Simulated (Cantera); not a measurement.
# Nitride etching: AlN + O2

Input: 1 mol AlN, 1.1 mol O2, at 1227 °C and 75.0 Torr.

These are equilibrium values from Cantera (NASA tables, ideal gas, pure condensed phases), not measurements of a reactor. Candidate condensed phases: Al, AlN, Al2O3; 16 gas species. Rates play no part.

| Item | Result |
|---|---|
| x(N2) | 0.587 |
| x(O2) | 0.411 |
| x(NO) | 0.00148 |
| x(O) | 8.22e-6 |
| x(NO2) | 3.52e-6 |
| n(Al2O3(s)) | 0.500 mol |
| gas amount | 0.8500 mol |
| log10 activity of Al(l) (absent) | -19.79 |
